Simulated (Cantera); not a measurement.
# C3H6 + CO2 + N2 (carbon deposition, reforming and gasification)

Feed: 1 mol C3H6, a varied amount of CO2, 1.7 mol N2, held at 2200 °C and 1000 Pa.

Method: chemical equilibrium by Gibbs-energy minimisation in Cantera with the NASA 1993 tables (ideal gas, pure condensed phases). Candidate condensed phases: C, C6H6, C7H8, C8H18, H2O; 136 gas species. The numbers say what is thermodynamically allowed, not how fast it happens.

From 0.18 mol CO2 to 2.5 mol CO2 the condensed part is C(graphite). At 4.2 mol CO2 nothing is condensed. The main C-bearing gas is CO throughout. The share of C in condensed phases is highest at 0.18 mol CO2 (82.4 %) and lowest at 4.2 mol CO2 (0.0 %).

```tsv
n(CO2) (mol)	log p CO	log p H2	log p N2	log p H	log p H2O	log p CO2	log p HCN	n C(graphite)
0.18	-3.18	-2.34	-2.53	-2.82	-10.11	-11.74	-3.61	2.62
0.31	-2.97	-2.36	-2.55	-2.83	-9.92	-11.31	-3.64	2.49
0.52	-2.77	-2.40	-2.58	-2.85	-9.76	-10.92	-3.67	2.28
0.87	-2.60	-2.45	-2.63	-2.88	-9.63	-10.57	-3.72	1.93
1.5	-2.44	-2.53	-2.70	-2.92	-9.55	-10.24	-3.80	1.30
2.5	-2.31	-2.64	-2.80	-2.97	-9.54	-10.00	-3.90	0.304
4.2	-2.27	-2.85	-2.87	-3.08	-3.28	-3.48	-10.46	0
```
log p: log10 of the partial pressure in bar; n: condensed amount in mol.
